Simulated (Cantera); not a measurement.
Input: 1 mol HgO, 0.32 mol O2, 19 mol H2, at 92000 Pa.

Cantera equilibrium calculation (NASA polynomials, part measured and part estimated; ideal gas, pure solids and liquids). Candidate condensed phases: H2O, Hg, HgO; 10 gas species. Rates play no part.

Question: Which condensed phases are stable at each of these points (T (K)): 450, 550, 650, 750, 850, 950, 1050, 1150, 1250?

Answer: 
```
T (K)  condensed phases  Hg condensed (%)
-----  ----------------  ----------------
450               Hg(l)              78.3
550            gas only               0.0
650            gas only               0.0
750            gas only               0.0
850            gas only               0.0
950            gas only               0.0
1050           gas only               0.0
1150           gas only               0.0
1250           gas only               0.0
```

At 450 K the condensed part is Hg(l). From 550 K to 1250 K nothing is condensed.
